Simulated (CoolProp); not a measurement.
Properties of diethyl ether along the isotherm 259.15 °C (Tc = 194.7 °C, pc = 37.17 bar, ω = 0.282).

Values from CoolProp's reference Helmholtz-energy equation of state, Thol 2014.

```json
[
 {"p (bar)": "9.29", "phase": "gas", "Z": "0.9445", "Joule-Thomson coefficient (K/MPa)": "5.812", "isothermal compressibility (1/MPa)": "1.142"},
 {"p (bar)": "18.6", "phase": "gas", "Z": "0.8840", "Joule-Thomson coefficient (K/MPa)": "6.303", "isothermal compressibility (1/MPa)": "0.6145"},
 {"p (bar)": "27.9", "phase": "gas", "Z": "0.8180", "Joule-Thomson coefficient (K/MPa)": "6.826", "isothermal compressibility (1/MPa)": "0.4487"},
 {"p (bar)": "37.2", "phase": "supercritical", "Z": "?", "Joule-Thomson coefficient (K/MPa)": "7.322", "isothermal compressibility (1/MPa)": "0.3748"},
 {"p (bar)": "46.5", "phase": "supercritical", "Z": "0.6717", "Joule-Thomson coefficient (K/MPa)": "7.648", "isothermal compressibility (1/MPa)": "0.3367"},
 {"p (bar)": "55.8", "phase": "supercritical", "Z": "0.5968", "Joule-Thomson coefficient (K/MPa)": "7.567", "isothermal compressibility (1/MPa)": "0.3095"},
 {"p (bar)": "65.1", "phase": "supercritical", "Z": "?", "Joule-Thomson coefficient (K/MPa)": "6.835", "isothermal compressibility (1/MPa)": "0.2706"},
 {"p (bar)": "74.3", "phase": "supercritical", "Z": "?", "Joule-Thomson coefficient (K/MPa)": "5.447", "isothermal compressibility (1/MPa)": "?"},
 {"p (bar)": "83.6", "phase": "supercritical", "Z": "0.4672", "Joule-Thomson coefficient (K/MPa)": "3.957", "isothermal compressibility (1/MPa)": "0.1362"},
 {"p (bar)": "92.9", "phase": "supercritical", "Z": "0.4679", "Joule-Thomson coefficient (K/MPa)": "2.868", "isothermal compressibility (1/MPa)": "0.09106"}
]
```

Q: Fill in the missing entries.

A: 
- 37.2, Z: 0.7468
- 65.1, Z: 0.5307
- 74.3, Z: 0.4859
- 74.3, isothermal compressibility (1/MPa): 0.2048
